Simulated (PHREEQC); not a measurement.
PHREEQC input (Pitzer model, pitzer.dat):

```
SOLUTION 1
  temp 25
  units mol/kgw
  pH 7 charge
  Cl 1.3387
  Mg 0.29
  Sr 0.011
  Na 0.15
  K 0.0067
  Ca 0.29
END
USE solution 1
INCREMENTAL_REACTIONS false
REACTION 1
  H2O -1
  0 9.886 18.011 24.689 30.178 34.689 38.397 41.444
  43.949 46.007 47.699 49.089 moles
EQUILIBRIUM_PHASES 1
  Bischofite 0 0
  Brucite 0 0
  Carnallite 0 0
  Halite 0 0
  Portlandite 0 0
  Sylvite 0 0
  MgCl2_4H2O 0 0
SELECTED_OUTPUT 1
  -reset false
  -pH true
  -pe true
  -ionic_strength true
  -water true
  -activities H2O
  -totals Ca Cl K Mg Na Sr
  -molalities H+ Na+ K+ Mg+2 Ca+2 Sr+2 Cl- OH- MgOH+
  -equilibrium_phases Bischofite Brucite Carnallite Halite Portlandite Sylvite MgCl2_4H2O
PRINT
  -reset false
END
```

Selected output (columns that matter, 12 of 12 rows; water left (kg) added in front):

```
water left (kg)	pH	mu	Ca	Cl	K	Mg	Na	Sr	m_H+	m_Na+	m_K+	m_Mg+2	la_H2O	Halite
1	6.3251	1.9297	0.29	1.3387	0.0067	0.29	0.15	0.011	4.2064e-07	0.15	0.0067	0.29	-0.015879	0
0.821894	6.2331	2.3479	0.35284	1.6288	0.0081519	0.35284	0.18251	0.013384	4.5938e-07	0.18251	0.0081519	0.35284	-0.02008	0
0.675514	6.1211	2.8566	0.4293	1.9818	0.0099184	0.4293	0.22205	0.016284	5.0816e-07	0.22205	0.0099184	0.4293	-0.025643	0
0.555203	5.9837	3.4757	0.52233	2.4112	0.012068	0.52233	0.27017	0.019813	5.7166e-07	0.27017	0.012068	0.52233	-0.033116	0
0.456313	5.8144	4.2289	0.63553	2.9337	0.014683	0.63553	0.32872	0.024106	6.5719e-07	0.32872	0.014683	0.63553	-0.043304	0
0.375043	5.6058	5.1453	0.77324	3.5695	0.017865	0.77324	0.39995	0.02933	7.7615e-07	0.39995	0.017865	0.77324	-0.05738	0
0.30824	5.3493	6.2604	0.94083	4.343	0.021736	0.94083	0.48663	0.035687	9.4681e-07	0.48663	0.021736	0.94083	-0.07707	0
0.253345	5.0354	7.6169	1.1447	5.2841	0.026446	1.1447	0.59208	0.043419	1.1988e-06	0.59208	0.026446	1.1447	-0.10488	0
0.208215	4.6533	9.2678	1.3928	6.4294	0.032178	1.3928	0.72041	0.05283	1.5823e-06	0.72041	0.032178	1.3928	-0.14452	0
0.171138	4.1917	11.276	1.6945	7.8223	0.03915	1.6945	0.87649	0.064276	2.1838e-06	0.87649	0.03915	1.6945	-0.20135	0
0.140655	3.7556	13.251	2.0618	9.049	0.047634	2.0618	0.5978	0.078206	2.9256e-06	0.5978	0.047634	2.0618	-0.26253	0.065916
0.115613	3.2333	15.655	2.5084	10.543	0.057952	2.5084	0.26121	0.095145	4.0506e-06	0.26121	0.057952	2.5084	-0.34999	0.1198
```
